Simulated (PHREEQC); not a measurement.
Dissolve 0.22 mol/kgw KH2PO4 and 0.065 mol/kgw HNO3 at 25 °C. Closed to the air; pH follows from the charge balance.

Equilibrium calculation in PHREEQC: ion-association model, phreeqc.dat.

Q: The ionic strength comes out as 0.225 mol/kgw. What activity coefficients do HPO4-2, H+, H2PO4-, NO3-, K+ get?

A: HPO4-2 0.29, H+ 0.79, H2PO4- 0.74, NO3- 0.68, K+ 0.70.

No solid was allowed to form. Complexes and solids missing from the database can't appear.
